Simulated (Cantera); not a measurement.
A freely propagating, adiabatic, planar premixed flame of H2 : O2 : N2 = 1 : 0.526 : 1.95 (molar parts), unburnt at 375 K and 7500 Torr; mixture-averaged transport, grid criteria slope 0.08 and curve 0.16, no radiation.

Model: the H2/O2 subset of GRI-Mech 3.0, which has no nitrogen chemistry, integrated in Cantera. The hydrogen kinetics of GRI-Mech 3.0 are dated; newer H2 mechanisms differ, most at raised pressure. Burning velocities carry a grid error of a few per cent, more on coarse grids.

x: mole fraction of selected species; z is measured from the peak of heat release.

```json
[
 {"z (mm)": "-0.0756", "T (K)": "375", "u (m/s)": "2.00", "x H2": "0.287", "x O2": "0.151", "x HO2": "<1e-8", "x H2O": "4.80e-7", "x H": "<1e-8", "x O": "<1e-8"},
 {"z (mm)": "-0.0504", "T (K)": "375", "u (m/s)": "2.00", "x H2": "0.286", "x O2": "0.152", "x HO2": "6.43e-8", "x H2O": "4.90e-6", "x H": "<1e-8", "x O": "<1e-8"},
 {"z (mm)": "-0.0378", "T (K)": "376", "u (m/s)": "2.00", "x H2": "0.284", "x O2": "0.152", "x HO2": "4.37e-7", "x H2O": "2.94e-5", "x H": "<1e-8", "x O": "<1e-8"},
 {"z (mm)": "-0.0252", "T (K)": "387", "u (m/s)": "2.03", "x H2": "0.272", "x O2": "0.154", "x HO2": "9.78e-6", "x H2O": "0.000507", "x H": "<1e-8", "x O": "9.82e-8"},
 {"z (mm)": "-0.0126", "T (K)": "553", "u (m/s)": "2.74", "x H2": "0.218", "x O2": "0.158", "x HO2": "0.000598", "x H2O": "0.0171", "x H": "3.30e-6", "x O": "6.83e-6"},
 {"z (mm)": "-0.00630", "T (K)": "956", "u (m/s)": "4.57", "x H2": "0.162", "x O2": "0.141", "x HO2": "0.00142", "x H2O": "0.0706", "x H": "0.000826", "x O": "0.000218"},
 {"z (mm)": "0", "T (K)": "1435", "u (m/s)": "6.74", "x H2": "0.102", "x O2": "0.102", "x HO2": "0.000708", "x H2O": "0.152", "x H": "0.00568", "x O": "0.00165"},
 {"z (mm)": "0.00630", "T (K)": "___", "u (m/s)": "8.21", "x H2": "___", "x O2": "___", "x HO2": "___", "x H2O": "___", "x H": "0.0105", "x O": "___"},
 {"z (mm)": "0.0126", "T (K)": "1938", "u (m/s)": "9.03", "x H2": "0.0368", "x O2": "0.0417", "x HO2": "0.000163", "x H2O": "0.255", "x H": "0.0111", "x O": "0.00404"},
 {"z (mm)": "0.0252", "T (K)": "2118", "u (m/s)": "9.83", "x H2": "0.0229", "x O2": "0.0270", "x HO2": "6.85e-5", "x H2O": "0.281", "x H": "0.00786", "x O": "0.00357"},
 {"z (mm)": "0.0504", "T (K)": "2261", "u (m/s)": "10.4", "x H2": "0.0154", "x O2": "0.0208", "x HO2": "3.01e-5", "x H2O": "0.297", "x H": "0.00386", "x O": "0.00212"},
 {"z (mm)": "0.101", "T (K)": "2353", "u (m/s)": "10.8", "x H2": "___", "x O2": "___", "x HO2": "___", "x H2O": "0.309", "x H": "___", "x O": "___"},
 {"z (mm)": "0.202", "T (K)": "2402", "u (m/s)": "11.0", "x H2": "0.00561", "x O2": "0.0156", "x HO2": "7.48e-6", "x H2O": "0.316", "x H": "0.000686", "x O": "0.000598"}
]
```

Question: Some entries are withheld; supply them.

Answer: 
- 0.00630, T (K): 1756
- 0.00630, x H2: 0.0587
- 0.00630, x O2: 0.0634
- 0.00630, x HO2: 0.000324
- 0.00630, x H2O: 0.219
- 0.00630, x O: 0.00339
- 0.101, x H2: 0.00951
- 0.101, x O2: 0.0174
- 0.101, x HO2: 1.38e-5
- 0.101, x H: 0.00161
- 0.101, x O: 0.00109
